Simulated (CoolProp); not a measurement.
Properties of R404A at several states.

Values from CoolProp's reference Helmholtz-energy equation of state, Lemmon 2003. It is a pseudo-pure fit of the blend.

| T (K) | p (MPa) | phase | cp (kJ/(kg K)) | cv (kJ/(kg K)) | speed of sound (m/s) | expansivity (1/kK) | conductivity (mW/(m K)) | Prandtl number |
|---|---|---|---|---|---|---|---|---|
| 353.2 | 0.0884 | gas | 0.9658 | 0.8771 | 180.6 | 2.912 | 17.5 | 0.793 |
| 261.4 | 4.92 | liquid | 1.311 | 0.8651 | 597.5 | 2.692 | 83.0 | 3.54 |
| 288.7 | 19.7 | liquid | 1.302 | 0.9004 | 612.2 | 2.316 | 82.4 | 3.27 |
| 301.4 | 0.0144 | gas | 0.8706 | 0.7844 | 168.4 | 3.345 | 13.6 | 0.790 |

Viscosity comes from a separate model (Geller 2000). Thermal conductivity comes from a separate model (Geller 2001).
